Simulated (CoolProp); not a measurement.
Computed with CoolProp (reference Helmholtz-energy equation of state, Gao 2016).

**Question.** For sulfur dioxide, give the phase and the cp (kJ/(kg K)), fugacity coefficient at 103.05 °C and 6720 kPa; -51.55 °C and 11.9 kPa; 126.15 °C and 11900 kPa.

**Answer.** 
- 103.05 °C and 6720 kPa: liquid; cp 1.62, fugacity coefficient 0.374
- -51.55 °C and 11.9 kPa: liquid; cp 1.37, fugacity coefficient 0.871
- 126.15 °C and 11900 kPa: liquid; cp 1.67, fugacity coefficient 0.327
